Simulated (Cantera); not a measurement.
**Thermodynamics of carbothermic reduction, feed Fe₃O₄ + C + CO**

Input: 1 mol Fe₃O₄, 2.5 mol C, 0.1 mol CO.

Cantera equilibrium calculation (NASA polynomials, part measured and part estimated; ideal gas, pure solids and liquids). Candidate condensed phases: C, Fe, Fe(CO)₅, FeO, Fe₂O₃, Fe₃O₄; 15 gas species. Mutual solubility and eutectic melting of coexisting phases are not modelled. The tables' stoichiometric FeO is somewhat more stable than real wüstite, so its field is too wide. FeO: taken at fixed stoichiometry. Condensed phases not in the tables: cementite and carbon dissolved in iron. Kinetics and transport are ignored.

Stable condensed phases:

```
T in °C \ P in Pa
              10      68     460    3200   22000  150000 1000000
   1450        A       A       A       A       A       A       A
   1350        A       A       A       A       A       A       A
   1250        A       A       A       A       A       A       A
   1150        A       A       A       A       A       A       A
   1050        A       A       A       A       A       A       A
    950        A       A       A       A       A       A       A
    850        A       A       A       A       A       A       B
    750        A       A       A       A       A       B       B
    650        A       A       A       A       B       B       B
```

A: Fe + FeO; B: C + FeO.
